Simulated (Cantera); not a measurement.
A freely propagating, adiabatic, planar premixed flame of H2 : O2 : N2 = 1 : 0.588 : 2.21 (molar parts), equivalence ratio 0.85, unburnt at 498 K and 1.01 bar; mixture-averaged transport, grid criteria slope 0.08 and curve 0.16, no radiation.

Detailed kinetics in Cantera: the H2/O2 subset of GRI-Mech 3.0, which has no nitrogen chemistry. Burning velocities carry a grid error of a few per cent, more on coarse grids.

What does this change do: 0.13 parts H2O added?


| quantity | before | after |
|---|---|---|
| laminar burning velocity | 456 cm/s | 421 cm/s |
| thermal thickness | 0.417 mm | 0.399 mm |
| peak x(H) | 0.0401 | 0.0344 |
| peak x(HO2) | 0.000379 | 0.000427 |
| peak x(H2O2) | 3.67e-5 | 4.16e-5 |
